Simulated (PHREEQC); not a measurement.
PHREEQC input (ion-association model, wateq4f.dat):

```
SOLUTION_MASTER_SPECIES
  An  An-  0  An  62.0  # stands for a non-complexing anion
SOLUTION_SPECIES
  An- = An-
    -log_k 0
    -gamma 3.0 0
PHASES
  Fix_H+
    H+ = H+
    -log_k 0
SOLUTION 1
  temp 25
  units mmol/kgw
  pH 7 charge
  B 0.28
  Na 10
  An 10
END
SELECTED_OUTPUT 1
  -reset false
  -pH true
  -pe true
  -ionic_strength true
  -water true
  -totals B Na
  -molalities Hfo_wOH Hfo_wOH2+ Hfo_wO- Hfo_sOH Hfo_sOH2+ Hfo_sO- Hfo_wH2BO3
USER_PUNCH 1
  -headings sigma psi
  10 PUNCH EDL("sigma", "Hfo"), EDL("psi", "Hfo")
PRINT
  -reset false
USE solution 1
SURFACE 1
  Hfo_wOH 0.000292135 600 0.13
  Hfo_sOH 7.30337e-06
EQUILIBRIUM_PHASES 1
  Fix_H+ -3 HAn 10
    -force_equality true
  O2(g) -0.68 10
END
# ... the last block is repeated for the other 12 points of pH, with NaOH or the acid as the point needs
```

Selected output (columns that matter, 13 of 13 rows; pH added in front):

```
pH	mu	B	Na	m_Hfo_wOH	m_Hfo_wOH2+	m_Hfo_wO-	m_Hfo_sOH	m_Hfo_sOH2+	m_Hfo_sO-	m_Hfo_wH2BO3	sigma	psi
3	0.011231	0.00027996	0.01	3.5849e-05	0.00025613	1.1495e-07	8.9636e-07	6.4041e-06	2.8741e-09	4.1963e-08	0.32463	0.20326
3.5	0.010458	0.00027991	0.01	7.4101e-05	0.00021737	5.787e-07	1.8531e-06	5.4358e-06	1.4472e-08	8.6706e-08	0.2749	0.19655
4	0.010197	0.00027986	0.01	0.00011784	0.00017231	1.8464e-06	2.9475e-06	4.3097e-06	4.6181e-08	1.3786e-07	0.21615	0.18486
4.5	0.010099	0.00027982	0.01	0.00015696	0.00013067	4.3193e-06	3.9265e-06	3.2688e-06	1.0805e-07	1.8358e-07	0.16022	0.16976
5	0.010057	0.00027978	0.01	0.00018629	9.7471e-05	8.1565e-06	4.6607e-06	2.4386e-06	2.0406e-07	2.1784e-07	0.11326	0.15211
5.5	0.010034	0.00027976	0.01	0.00020523	7.3549e-05	1.3119e-05	5.1349e-06	1.8402e-06	3.2824e-07	2.3993e-07	0.076628	0.13225
6	0.010021	0.00027975	0.01	0.00021578	5.7573e-05	1.8527e-05	5.3992e-06	1.4406e-06	4.6358e-07	2.5215e-07	0.049512	0.11025
6.5	0.010013	0.00027974	0.01	0.00022087	4.747e-05	2.3541e-05	5.5265e-06	1.1878e-06	5.8906e-07	2.5773e-07	0.030343	0.086232
7	0.010007	0.00027974	0.01	0.00022301	4.1234e-05	2.7631e-05	5.5802e-06	1.0318e-06	6.9139e-07	2.5909e-07	0.017249	0.060521
7.5	0.010003	0.00027974	0.01	0.00022382	3.728e-05	3.0783e-05	5.6003e-06	9.3282e-07	7.7024e-07	2.5649e-07	0.0082388	0.033625
8	0.010017	0.00027975	0.010017	0.00022406	3.4467e-05	3.3367e-05	5.6061e-06	8.6239e-07	8.3487e-07	2.4616e-07	0.0013951	0.0060904
8.5	0.010053	0.00027978	0.010055	0.00022399	3.1959e-05	3.5965e-05	5.604e-06	7.9956e-07	8.998e-07	2.1768e-07	-0.0050803	-0.021554
9	0.010126	0.00027984	0.010131	0.00022354	2.9104e-05	3.9332e-05	5.5915e-06	7.2801e-07	9.8383e-07	1.5911e-07	-0.012969	-0.04878
```

Species that the database lacks are ignored. The oxide is taken as insoluble; below pH 4 it would dissolve.
